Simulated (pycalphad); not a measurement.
# Phase fractions of Mg-80.2Al-3.1Si (at.%)

Source of the numbers: pycalphad with the COST 507 light-alloy database (1999); pressure 1 atm. The database dates from 1999; later assessments differ in places, in temperatures and in the compounds included. Amounts are mole fractions of atoms. Kinetics are ignored, which matters at the lower temperatures.

```csv
T (°C),LIQUID,FCC_A1,MG2SI,ALMG_BETA
627,1.000,-,-,-
577,0.688,0.250,0.062,-
527,0.141,0.768,0.091,-
477,-,0.907,0.093,-
427,-,0.907,0.093,-
377,-,0.907,0.093,-
327,-,(withheld),0.093,(withheld)
277,-,0.766,0.093,0.141
227,-,(withheld),0.093,(withheld)
177,-,0.692,0.093,0.215
127,-,0.670,0.093,0.237
77,-,0.655,0.093,0.252
```

Problem. Some entries are withheld; supply them.

Solution. 
- 327, FCC_A1: 0.826
- 327, ALMG_BETA: 0.081
- 227, FCC_A1: 0.724
- 227, ALMG_BETA: 0.183

Database names, with the compositions (at.%) that they take in these runs: MG2SI: Mg 67 Si 33; ALMG_BETA: Al 61 Mg 39. FCC_A1 is fcc.
